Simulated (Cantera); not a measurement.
**Pb + H₂O + CO + CO₂ (metals in furnace atmospheres)**

Input: 1 mol Pb, 0.43 mol H₂O, 17 mol CO, 17 mol CO₂, held at 1625 °C.

Cantera equilibrium calculation (NASA polynomials, part measured and part estimated; ideal gas, pure solids and liquids). Candidate condensed phases: C, C₆H₆, C₇H₈, C₈H₁₈, H₂O, Pb, PbO, PbO₂, Pb₃O₄; 113 gas species. Gases not in the tables: (PbO)n polymers. The numbers say what is thermodynamically allowed, not how fast it happens.

```json
[
 {"P (Pa)": "10", "x CO₂": "0.472", "x CO": "0.481", "x Pb": "0.0277", "x H₂O": "0.00787", "x H": "0.00341", "x O₂": "0.00279", "n Pb(l)": "0"},
 {"P (Pa)": "120", "x CO₂": "0.481", "x CO": "0.478", "x Pb": "0.0278", "x H₂O": "0.00923", "x H": "0.00105", "x O₂": "0.000245", "n Pb(l)": "0"},
 {"P (Pa)": "1600", "x CO₂": "0.482", "x CO": "0.478", "x Pb": "0.0279", "x H₂O": "0.00966", "x H": "0.000295", "x O₂": "1.84e-5", "n Pb(l)": "0"},
 {"P (Pa)": "19000", "x CO₂": "0.482", "x CO": "0.478", "x Pb": "0.0279", "x H₂O": "0.00977", "x H": "8.61e-5", "x O₂": "1.55e-6", "n Pb(l)": "0"},
 {"P (Pa)": "240000", "x CO₂": "0.482", "x CO": "0.478", "x Pb": "0.0278", "x H₂O": "0.00981", "x H": "2.43e-5", "x O₂": "1.23e-7", "n Pb(l)": "0"},
 {"P (Pa)": "3000000", "x CO₂": "0.487", "x CO": "0.483", "x Pb": "0.0167", "x H₂O": "0.00993", "x H": "6.91e-6", "x O₂": "9.83e-9", "n Pb(l)": "0.404"}
]
```
x: gas mole fraction; n: condensed amount in mol.

From 10.0 Pa to 2.40 bar nothing is condensed. At 30.0 bar the condensed part is Pb(l).
